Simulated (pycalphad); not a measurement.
An equivalent pycalphad script:

```python
from pycalphad import Database, equilibrium, calculate, variables as v
import numpy as np
db = Database('COST507.tdb')
comps = ['MG', 'SI', 'AL', 'VA']
phases = ['ALMG_BETA', 'ALMG_EPS', 'ALMG_GAMMA', 'DIAMOND_A4', 'FCC_A1', 'HCP_A3', 'LIQUID', 'MG2SI']
eq = equilibrium(db, comps, phases, {v.X('SI'): 0.0053, v.X('AL'): 0.0677, v.T: np.arange(1650, 349, -50), v.P: 101325, v.N: 1}, output=['HM', 'SM'])
```

All values are pycalphad results on the COST 507 light-alloy database (1999) (1 atm), not direct measurements. No gas phase is included, though pure Mg would boil below 1650 K. The data set is of 1999 and partly superseded. Amounts are mole fractions of atoms. Diffusion is slow at the low end, where real alloys seldom reach equilibrium.

Results at three of the temperatures:

```
T = 1500.00 K, P = 101325 Pa, N = 1 mol of atoms
G = -91638 J/mol, H = 45190 J/mol, S = 91.22 J/(mol K)  (SER reference)
chemical potentials (J/mol): Mg -89686, Si -156786, Al -113273
phase             fraction      x(Mg)      x(Si)      x(Al)
LIQUID              1.0000     0.9270     0.0053     0.0677
```

```
T = 900.00 K, P = 101325 Pa, N = 1 mol of atoms
G = -41689 J/mol, H = 24740 J/mol, S = 73.81 J/(mol K)  (SER reference)
chemical potentials (J/mol): Mg -40231, Si -88614, Al -57990
phase             fraction      x(Mg)      x(Si)      x(Al)
LIQUID              1.0000     0.9270     0.0053     0.0677
```

```
T = 800.00 K, P = 101325 Pa, N = 1 mol of atoms
G = -34931 J/mol, H = 14553 J/mol, S = 61.85 J/(mol K)  (SER reference)
chemical potentials (J/mol): Mg -34103, Si -77979, Al -42902
phase             fraction      x(Mg)      x(Si)      x(Al)
HCP_A3              0.9029     0.9426    4.2e-06     0.0574
LIQUID              0.0824     0.8020     0.0049     0.1931
MG2SI               0.0147     0.6667     0.3333       none
```

Changes of the phase set, refined by bisection:

```csv
T (K),phases above,phases below
880.1,LIQUID,HCP_A3 + LIQUID
858.3,HCP_A3 + LIQUID,HCP_A3 + LIQUID + MG2SI
779.2,HCP_A3 + LIQUID + MG2SI,HCP_A3 + MG2SI
600.7,HCP_A3 + MG2SI,ALMG_GAMMA + HCP_A3 + MG2SI
```

Database names, with the compositions (at.%) that they take in these runs: MG2SI: Mg 67 Si 33; ALMG_GAMMA: Mg 59 Al 41. HCP_A3 is hcp. An entry "none" or "no" means that the model of the phase leaves that element out.
